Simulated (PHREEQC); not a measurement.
NaOH is added in steps, without added water, to 1 kg of water holding 4.8 mmol/kgw HF, 73 mmol/kgw CsF and 6.7 mmol/kgw HCl, at 25 °C. Oxygen is held at 0.21 atm. No CO2 enters from the air. Precipitation was switched off in this run.

Base run: PHREEQC, ion-association model, wateq4f.dat. Each further column changes one thing. The table gives pH.

```csv
NaOH added (mol),base,Debye-Hückel limiting law,all activity coefficients set to 1,Davies equation for every ion,metal-ligand complexes left out
0,3.93,3.90,4.04,3.94,3.93
0.0025,4.05,4.03,4.16,4.06,4.05
0.0055,4.25,4.22,4.36,4.26,4.25
0.008,4.50,4.47,4.61,4.51,4.50
0.0105,5.06,5.03,5.17,5.07,5.06
0.0135,11.19,11.15,11.30,11.20,11.19
0.016,11.54,11.50,11.65,11.55,11.54
```
